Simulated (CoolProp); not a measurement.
Computed with CoolProp (reference Helmholtz-energy equation of state, McLinden 2015).

Question: Give the vapour pressure (MPa), vapour density (kg/m³), enthalpy of vaporisation (kJ/kg), liquid cp (kJ/(kg K)) of saturated the fluoroketone C6F12O (FK-5-1-12) at 305.3, 314.6, 333.4 K.

Answer: 
| T (K) | p (MPa) | vapour density (kg/m³) | enthalpy of vaporisation (kJ/kg) | liquid cp (kJ/(kg K)) |
|---|---|---|---|---|
| 305.3 | 0.0541 | 7.03 | 92.8 | 1.11 |
| 314.6 | 0.0772 | 9.85 | 90.2 | 1.11 |
| 333.4 | 0.147 | 18.3 | 84.5 | 1.13 |
